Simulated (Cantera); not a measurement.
Ignition delay

Mixture: CH4 : H2 : O2 : N2 : H2O = 1 : 0.094 : 4.65 : 17.5 : 1.7 (molar parts), equivalence ratio 0.44, at 1280 Torr, adiabatic and at constant volume. Ignition delay is the time to a rise of 400 K.

Model: GRI-Mech 3.0 (53 species, 325 reactions), integrated in Cantera. Below about 1000 K GRI-Mech 3.0 lacks low-temperature oxidation paths.

```json
[
 {"T0 (K)": "975", "delay (ms)": "133"},
 {"T0 (K)": "1075", "delay (ms)": "30.4"},
 {"T0 (K)": "1175", "delay (ms)": "10.2"},
 {"T0 (K)": "1275", "delay (ms)": "3.56"},
 {"T0 (K)": "1375", "delay (ms)": "1.30"},
 {"T0 (K)": "1475", "delay (ms)": "0.516"},
 {"T0 (K)": "1575", "delay (ms)": "0.229"},
 {"T0 (K)": "1675", "delay (ms)": "0.113"},
 {"T0 (K)": "1775", "delay (ms)": "0.0605"},
 {"T0 (K)": "1875", "delay (ms)": "0.0349"}
]
```

The apparent activation energy between 1675 and 1875 K comes out as 150 kJ/mol.
